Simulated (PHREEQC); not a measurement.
Dissolve 0.094 mol/kgw HF, 0.067 mol/kgw KF and 0.048 mol/kgw HCl at 25 °C. Closed to the air; pH follows from the charge balance.

Model: ion-association model, wateq4f.dat, run in PHREEQC.

Precipitation was switched off in this run.

**Question.** Order these F species by the share of F that they hold, largest first: H2F2, HF, F-, HF2-.

**Answer.** HF (55 %), H2F2 (26 %), F- (11 %), HF2- (7.7 %)

The pH is 2.37 and the ionic strength 0.0721 mol/kgw. wateq4f.dat counts part of the HF as a dimer, H2F2, which phreeqc.dat doesn't know; its constant is uncertain.
